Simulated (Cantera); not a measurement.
Charge: 1 mol Si2Cl6, 11 mol H2, equilibrated at 1477 °C and 5.90 mbar.

Method: chemical equilibrium by Gibbs-energy minimisation in Cantera with the NASA 1993 tables (ideal gas, pure condensed phases). Candidate condensed phases: Si; 19 gas species. The feed counts by its element totals alone. The tables' values for SiCl3, SiCl are old estimates; treat these amounts as uncertain. Gases not in the tables: Si2H6 and higher silanes. The numbers say what is thermodynamically allowed, not how fast it happens.

Base state: H2 0.701, HCl 0.165, SiCl2 0.129, H 0.00253, SiCl3 0.00124, Cl 0.000460, SiCl 0.000452, Si 0.000254 (mole fractions); condensed: Si(l).

Problem. What changes in the equilibrium state with this change: H2 from 11 to 39 mol?

Solution. 
```tsv
species	before	after
H2	0.701	0.882
HCl	0.165	0.0860
SiCl2	0.129	0.0279
SiCl4	2.11e-5	9.82e-7
SiCl3	0.00124	0.000124
SiHCl3	1.98e-5	2.23e-6
Si(l), mol	0.162	0.800
```
The tables' values for SiCl, SiCl3 are old estimates; treat these amounts as uncertain.
